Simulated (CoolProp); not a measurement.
Values from CoolProp's reference Helmholtz-energy equation of state, Lemmon 2003. It is a pseudo-pure fit of the blend.

For R404A, give the phase and the cp (kJ/(kg K)), Joule-Thomson coefficient (K/MPa), viscosity (µPa s) at 336.4 K and 8300 kPa; 336.4 K and 12400 kPa.


- 336.4 K and 8300 kPa: liquid; cp 1.59, Joule-Thomson coefficient 0.533, viscosity 97.8
- 336.4 K and 12400 kPa: liquid; cp 1.48, Joule-Thomson coefficient 0.225, viscosity 111

Viscosity comes from a separate model (Geller 2000).
